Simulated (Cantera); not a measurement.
## CH₂F₂ + Si + H₂ (fluorocarbon and chlorocarbon gases)

Charge: 1 mol CH₂F₂, 0.054 mol Si, 0.51 mol H₂, equilibrated at 2073 K and 750 Torr.

Method: chemical equilibrium by Gibbs-energy minimisation in Cantera with the NASA 1993 tables (ideal gas, pure condensed phases). Candidate condensed phases: C, C₆H₆, C₇H₈, C₈H₁₈, Si, SiC; 113 gas species. The tables' values for SiF₃, SiF₂ are old estimates; treat these amounts as uncertain. The numbers say what is thermodynamically allowed, not how fast it happens.

* **x(HF)**: 0.727
* **x(H₂)**: 0.250
* **x(SiF₄)**: 0.0208
* **x(H)**: 0.00131
* **x(SiF₃)**: 0.00111
* **x(C₂H₂ (acetylene))**: 0.000306
* **x(SiHF₃)**: 6.78e-5
* **x(CH₄)**: 2.20e-5
* **x(SiF₂)**: 1.63e-5
* **n(C(graphite))**: 0.998 mol
* **gas amount**: 2.459 mol
* **log10 activity of Si(l) (absent)**: -6.89
